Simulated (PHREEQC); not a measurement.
A column of 1 m (30 cells, dispersivity 0.08 m, 3600 s a shift, diffusion coefficient 3e-10 m²/s) holds 0.0068 eq of the database's cation exchanger X per kg of pore water, first in equilibrium with 0.0019 mol PbCl2 and 1e-05 mol HCl per kg of water. It is flushed with 0.56 mmol/kgw CdCl2, 0.49 mmol/kgw ZnCl2, 5.5 mmol/kgw NaCl and 0.01 mmol/kgw HCl, at 25 °C. Values are for the last cell. CO2 from the air is kept out. Nothing may precipitate in this run.

Base run: PHREEQC, ion-association model, phreeqc.dat. Each further column changes one thing. The table gives Na in solution (mol/kgw).

```
pore volumes      base  exchange capacity from 0.0068 to 0.0034 eq/kgw  dispersivity from 0.08 to 0.16 m
------------  --------  ----------------------------------------------  --------------------------------
0                    0                                               0                                 0
0.2833         1.40e-6                                               …                           4.09e-5
0.6833        0.000958                                               …                                 …
0.95           0.00254                                         0.00269                           0.00281
1.217          0.00384                                         0.00399                           0.00379
1.617          0.00488                                         0.00498                                 …
1.883          0.00518                                               …                           0.00498
2.15           0.00533                                         0.00538                           0.00517
2.417          0.00541                                         0.00544                           0.00529
2.817          0.00545                                         0.00547                                 …
3.083          0.00547                                         0.00548                           0.00543
3.35           0.00548                                         0.00549                           0.00545
3.75           0.00548                                         0.00549                           0.00547
4.017          0.00548                                         0.00549                           0.00548
```

Question: Some entries are withheld; supply them.

Answer: 
- 0.2833, exchange capacity from 0.0068 to 0.0034 eq/kgw: 1.81e-6
- 0.6833, exchange capacity from 0.0068 to 0.0034 eq/kgw: 0.00105
- 0.6833, dispersivity from 0.08 to 0.16 m: 0.00151
- 1.617, dispersivity from 0.08 to 0.16 m: 0.00466
- 1.883, exchange capacity from 0.0068 to 0.0034 eq/kgw: 0.00525
- 2.817, dispersivity from 0.08 to 0.16 m: 0.00539
